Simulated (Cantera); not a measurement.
**Fe(CO)5 + O2 + H2 (iron carbonyl, mercury and lead vapours)**

A closed system holds: 1 mol Fe(CO)5, 0.076 mol O2, a varied amount of H2, at 1100 K and 4350 Torr.

Equilibrium computed with Cantera from the NASA thermochemical tables; the gas is ideal and each condensed phase is pure. Candidate condensed phases: C, C6H6, C7H8, C8H18, Fe, Fe(CO)5, FeO, Fe(OH)2, Fe(OH)3, Fe2O3, Fe3O4, H2O; 114 gas species. Mutual solubility and eutectic melting of coexisting phases are not modelled. The tables' stoichiometric FeO is somewhat more stable than real wüstite, so its field is too wide. FeO: taken at fixed stoichiometry. Condensed phases not in the tables: cementite and carbon dissolved in iron. The numbers say what is thermodynamically allowed, not how fast it happens.

At 2.6 mol H2 the condensed part is C(graphite) + FeO(s). At 3.4 mol H2 the condensed part is C(graphite) + Fe(α) + FeO(s). From 4.5 mol H2 to 13 mol H2 the condensed part is C(graphite) + Fe(α). From 17 mol H2 to 38 mol H2 the condensed part is Fe(α).

| n(H2) (mol) | x H2 | x CO | x CO2 | x H2O | x CH4 | x C2H6 | x C2H4 | x HCHO (formaldehyde) | n C(graphite) | n FeO(s) | n Fe(α) |
|---|---|---|---|---|---|---|---|---|---|---|---|
| 2.6 | 0.338 | 0.453 | 0.105 | 0.0795 | 0.0238 | 6.60e-7 | 5.93e-7 | 4.64e-7 | 1.75 | 1.00 | 0 |
| 3.4 | 0.359 | 0.436 | 0.0973 | 0.0812 | 0.0268 | 7.88e-7 | 6.67e-7 | 4.74e-7 | 1.14 | 0.251 | 0.749 |
| 4.5 | 0.406 | 0.396 | 0.0802 | 0.0834 | 0.0344 | 1.14e-6 | 8.56e-7 | 4.87e-7 | 0.889 | 0 | 1.00 |
| 5.9 | 0.463 | 0.348 | 0.0618 | 0.0834 | 0.0446 | 1.69e-6 | 1.11e-6 | 4.87e-7 | 0.783 | 0 | 1.00 |
| 7.7 | 0.517 | 0.301 | 0.0463 | 0.0806 | 0.0556 | 2.35e-6 | 1.38e-6 | 4.70e-7 | 0.624 | 0 | 1.00 |
| 10 | 0.567 | 0.257 | 0.0338 | 0.0756 | 0.0669 | 3.11e-6 | 1.67e-6 | 4.41e-7 | 0.394 | 0 | 1.00 |
| 13 | 0.613 | 0.216 | 0.0239 | 0.0687 | 0.0783 | 3.93e-6 | 1.95e-6 | 4.01e-7 | 0.0689 | 0 | 1.00 |
| 17 | 0.668 | 0.168 | 0.0171 | 0.0691 | 0.0782 | 3.60e-6 | 1.64e-6 | 3.39e-7 | 0 | 0 | 1.00 |
| 22 | 0.719 | 0.127 | 0.0119 | 0.0686 | 0.0741 | 3.00e-6 | 1.27e-6 | 2.76e-7 | 0 | 0 | 1.00 |
| 29 | 0.767 | 0.0913 | 0.00769 | 0.0655 | 0.0681 | 2.38e-6 | 9.41e-7 | 2.12e-7 | 0 | 0 | 1.00 |
| 38 | 0.809 | 0.0646 | 0.00476 | 0.0604 | 0.0612 | 1.82e-6 | 6.83e-7 | 1.58e-7 | 0 | 0 | 1.00 |
x: gas mole fraction; n: condensed amount in mol.
